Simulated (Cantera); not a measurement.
A closed system holds: 1 mol S, 0.3 mol O2, 0.7 mol N2, equilibrated at 3075 K.

Method: chemical equilibrium by Gibbs-energy minimisation in Cantera with the NASA 1993 tables (ideal gas, pure condensed phases). Candidate condensed phases: S; 17 gas species. The ideal-gas law is rough above about 30 bar. Equilibrium is a limit: real reactors are often held back by kinetics, nucleation or transport.

log p: log10 of the partial pressure in bar; nothing condenses.

```
P (Pa)    log p N2  log p S  log p O  log p SO  log p S2  log p SO2  log p S2O
--------  --------  -------  -------  --------  --------  ---------  ---------
10           -4.52    -4.36    -4.59     -6.35     -7.72      -9.03     -11.69
200              ?        ?        ?         ?         ?          ?          ?
3900         -1.81    -1.98    -2.71     -2.09     -2.95      -2.88      -5.04
77000        -0.46    -1.03    -2.35     -0.78     -1.06      -1.21      -2.78
1500000          ?        ?        ?         ?         ?          ?          ?
30000000      2.18     0.40    -1.61      1.39      1.81       1.70       0.81
```

Some entries are withheld; supply them.


- 200, log p N2: -3.19
- 200, log p S: -3.10
- 200, log p O: -3.40
- 200, log p SO: -3.89
- 200, log p S2: -5.19
- 200, log p SO2: -5.38
- 200, log p S2O: -7.97
- 1500000, log p N2: 0.87
- 1500000, log p S: -0.28
- 1500000, log p O: -1.97
- 1500000, log p SO: 0.35
- 1500000, log p S2: 0.44
- 1500000, log p SO2: 0.29
- 1500000, log p S2O: -0.91
